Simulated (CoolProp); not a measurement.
A single-stage vapour-compression cycle with the fluid: evaporating at 274.15 K (dew point), condensing at 338.15 K (bubble point), superheat 10 K, subcooling 2 K, compressor efficiency 0.85, no pressure losses. The same conditions are run with several fluids, on thermodynamics alone (safety and materials aside).

Computed with CoolProp (reference Helmholtz-energy equation of state of each fluid (R245ca: Zhou 2016; R21: Platzer 1990; dimethyl ether: Wu 2011; R152A: Outcalt 1996; R365MFC: Lemmon 2016; vinyl chloride: Thol 2022)). The equations of Platzer and Polt are older, rougher fits.

```json
[
 {"fluid": "R245ca", "cooling COP": "___", "pressure ratio": "10.6", "discharge temperature (K)": "___", "refrigerating effect (kJ/kg)": "140", "volumetric capacity (kJ/m³)": "___"},
 {"fluid": "R21", "cooling COP": "2.95", "pressure ratio": "8.03", "discharge temperature (K)": "391.5", "refrigerating effect (kJ/kg)": "184", "volumetric capacity (kJ/m³)": "___"},
 {"fluid": "dimethyl ether", "cooling COP": "___", "pressure ratio": "5.87", "discharge temperature (K)": "370.6", "refrigerating effect (kJ/kg)": "294", "volumetric capacity (kJ/m³)": "1690"},
 {"fluid": "R152A", "cooling COP": "2.66", "pressure ratio": "6.16", "discharge temperature (K)": "372.7", "refrigerating effect (kJ/kg)": "202", "volumetric capacity (kJ/m³)": "1670"},
 {"fluid": "R365MFC", "cooling COP": "2.69", "pressure ratio": "11.8", "discharge temperature (K)": "338.2", "refrigerating effect (kJ/kg)": "129", "volumetric capacity (kJ/m³)": "159"},
 {"fluid": "vinyl chloride", "cooling COP": "2.89", "pressure ratio": "___", "discharge temperature (K)": "390.3", "refrigerating effect (kJ/kg)": "255", "volumetric capacity (kJ/m³)": "1260"}
]
```

### Question
Complete the blanks.

### Answer

- R245ca, cooling COP: 2.74
- R245ca, discharge temperature (K): 345.7
- R245ca, volumetric capacity (kJ/m³): 289
- R21, volumetric capacity (kJ/m³): 606
- dimethyl ether, cooling COP: 2.73
- vinyl chloride, pressure ratio: 6.23

The compression ends wet for: R365MFC.
